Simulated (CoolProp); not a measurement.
Vapour-liquid equilibrium of methanol (1) + benzene (2) at 416.9 K; x and y are mole fractions of (1).

Computed with CoolProp (multi-fluid Helmholtz-energy mixture model, de Reuck 1993 and Thol 2012; pair parameters Bell 2016).

### Question
Give the bubble pressure and the first vapour's composition at x = 0.05, 0.8, 0.95. Is there an azeotrope?

### Answer
x = 0.05: 0.6698 MPa, y = 0.234; x = 0.8: 1.219 MPa, y = 0.807; x = 0.95: 1.209 MPa, y = 0.944. y crosses x between x = 0.8 and 0.95: the model has an azeotrope there.

The pair parameters rest on a limited set of measurements; away from them the model extrapolates.
